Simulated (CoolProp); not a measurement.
Vapour-liquid equilibrium of n-butane (1) + cis-2-butene (2) at 112.55 °C; x and y are mole fractions of (1).

Values from CoolProp's multi-fluid Helmholtz-energy mixture model, Bücker 2006 and Lemmon 2005; pair parameters Bell 2016.

| x | bubble pressure (MPa) | y at the bubble point | dew pressure at overall composition x (MPa) | liquid density (mol/L) |
|---|---|---|---|---|
| 0.05 | 1.820 | 0.054 | 1.819 | 8.617 |
| 0.125 | 1.837 | 0.133 | 1.836 | 8.524 |
| 0.2 | 1.853 | 0.211 | 1.851 | 8.434 |
| 0.275 | 1.866 | 0.286 | 1.864 | 8.347 |
| 0.35 | 1.878 | 0.361 | 1.876 | 8.262 |
| 0.425 | 1.888 | 0.436 | 1.887 | 8.180 |
| 0.5 | 1.897 | 0.509 | 1.896 | 8.100 |
| 0.575 | 1.905 | 0.583 | 1.904 | 8.022 |
| 0.65 | 1.912 | 0.656 | 1.911 | 7.946 |
| 0.725 | 1.918 | 0.730 | 1.917 | 7.873 |
| 0.8 | 1.923 | 0.803 | 1.923 | 7.800 |
| 0.875 | 1.928 | 0.877 | 1.928 | 7.730 |
| 0.95 | 1.932 | 0.951 | 1.932 | 7.660 |

No azeotrope shows between x = 0.05 and 0.95.

The pair parameters rest on a limited set of measurements; away from them the model extrapolates.
